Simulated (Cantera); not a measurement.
Input (Python, Cantera):

```python
import numpy as np
import cantera as ct

gas = ct.Solution("h2o2.yaml")
gas.TPX = 1423, 100000, {'H2': 0.73, 'O2': 1, 'N2': 1.2}
reactor = ct.IdealGasConstPressureReactor(gas, energy="off", clone=False)
net = ct.ReactorNet([reactor])
net.rtol, net.atol = 1e-08, 1e-18
show = ['H2', 'O2', 'H2O', 'O', 'H', 'HO2', 'OH']
times = np.geomspace(2e-06, 200, 13)

steps = ct.SolutionArray(gas, extra=["t"])
rows = []
print(f"{'t/s':>10s}{'T/K':>9s}{'P/Pa':>11s}" + "".join(f"{s:>11s}" for s in show))
for t in times:
    while net.time < t:
        t_next = net.step()
        steps.append(gas.state, t=t_next)
    rows.append([np.interp(t, steps.t, y) for y in (steps.T, steps.P, *steps(*show).X.T)])
    print(f"{t:10.3e}{rows[-1][0]:9.1f}{rows[-1][1]:11.4g}" + "".join(f"{x:11.3e}" for x in rows[-1][2:]))
rate = np.gradient(steps.T, steps.t)
print("integrator steps:", len(steps.t))
if steps.T.max() > steps.T[0] + 200:
    print(f"time of steepest temperature rise: {steps.t[rate.argmax()]:.4e} s")
gas.TPX = 1423, 100000, {'H2': 0.73, 'O2': 1, 'N2': 1.2}
gas.equilibrate("TP")
print(f"equilibrium (TP): T = {gas.T:.1f} K  " + "  ".join(f"{s} {gas[s].X[0]:.3e}" for s in show))
```

Result:

```
       t/s      T/K       P/Pa         H2         O2        H2O          O          H        HO2         OH
 2.000e-06   1423.0      1e+05  2.491e-01  3.413e-01  1.634e-06  4.751e-07  1.495e-06  4.792e-07  3.743e-07
 9.283e-06   1423.0      1e+05  1.743e-01  3.046e-01  5.382e-02  1.256e-02  3.445e-02  1.283e-04  9.189e-03
 4.309e-05   1423.0      1e+05  2.058e-03  2.456e-01  2.791e-01  2.343e-03  7.542e-04  1.048e-04  3.914e-03
 2.000e-04   1423.0      1e+05  7.056e-05  2.473e-01  2.841e-01  8.492e-05  5.167e-06  8.178e-06  7.626e-04
 9.283e-04   1423.0      1e+05  5.031e-06  2.475e-01  2.845e-01  8.721e-06  1.610e-07  9.418e-07  2.464e-04
 4.309e-03   1423.0      1e+05  8.064e-07  2.475e-01  2.845e-01  1.576e-06  1.274e-08  2.586e-07  1.044e-04
 2.000e-02   1423.0      1e+05  3.760e-07  2.475e-01  2.846e-01  6.925e-07  4.192e-09  2.080e-07  6.897e-05
 9.283e-02   1423.0      1e+05  3.680e-07  2.475e-01  2.846e-01  6.742e-07  4.057e-09  2.076e-07  6.805e-05
 4.309e-01   1423.0      1e+05  3.680e-07  2.475e-01  2.846e-01  6.742e-07  4.057e-09  2.076e-07  6.805e-05
 2.000e+00   1423.0      1e+05  3.680e-07  2.475e-01  2.846e-01  6.742e-07  4.057e-09  2.076e-07  6.805e-05
 9.283e+00   1423.0      1e+05  3.680e-07  2.475e-01  2.846e-01  6.742e-07  4.057e-09  2.076e-07  6.805e-05
 4.309e+01   1423.0      1e+05  3.680e-07  2.475e-01  2.846e-01  6.742e-07  4.057e-09  2.076e-07  6.805e-05
 2.000e+02   1423.0      1e+05  3.680e-07  2.475e-01  2.846e-01  6.742e-07  4.057e-09  2.076e-07  6.805e-05
integrator steps: 1475
equilibrium (TP): T = 1423.0 K  H2 3.680e-07  O2 2.475e-01  H2O 2.846e-01  O 6.742e-07  H 4.057e-09  HO2 2.076e-07  OH 6.805e-05
```

Detailed kinetics in Cantera: the H2/O2 subset of GRI-Mech 3.0, which has no nitrogen chemistry. The temperature is held fixed by assumption; the heat of reaction is taken as removed at once.
